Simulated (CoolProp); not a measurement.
Vapour-liquid equilibrium of isobutene (1) + n-butane (2) at 376.6 K; x and y are mole fractions of (1).

Model: multi-fluid Helmholtz-energy mixture model, Lemmon 2005 and Bücker 2006; pair parameters Bell 2016, in CoolProp.

Problem. Give the bubble pressure and the first vapour's composition at x = 0.125, 0.5, 0.8. Is there an azeotrope?

Solution. x = 0.125: 16.79 bar, y = 0.141; x = 0.5: 18.06 bar, y = 0.528; x = 0.8: 18.97 bar, y = 0.815. No azeotrope shows between x = 0.05 and 0.95.

Pair parameters are fitted to limited data, so mixtures are less certain than the pure fluids.
